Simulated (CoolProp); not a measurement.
n-pentane along the isobar 131 bar: density (kg/m³) from the reference equation and from simpler models built on Tc = 469.7 K, pc = 33.68 bar, ω = 0.251; each cubic takes its own stable root.

The numbers come from the reference Helmholtz-energy equation of state, Thol 2019 in CoolProp.

```
T (K)   phase  reference
-----  ------  ---------
354.1  liquid      585.8
362.1  liquid      578.2
370.1  liquid      570.5
378.2  liquid      562.6
386.2  liquid      554.6
394.2  liquid      546.6
402.3  liquid      538.2
410.3  liquid      529.8
418.3  liquid      521.3
426.3  liquid      512.5
434.4  liquid      503.5
442.4  liquid      494.4
450.4  liquid      485.0
```

### Question
How far does each simpler model (van der Waals, Redlich-Kwong, Peng-Robinson) lie from the reference over these 13 states: mean and median of the absolute difference, and the worst?

### Answer
- van der Waals: mean 32.8 %, median 32.9 %, worst -34.9 % at 354.1 K and 131 bar
- Redlich-Kwong: mean 9.7 %, median 9.7 %, worst -9.7 % at 418.3 K and 131 bar
- Peng-Robinson: mean 3.3 %, median 3.5 %, worst +4.1 % at 354.1 K and 131 bar
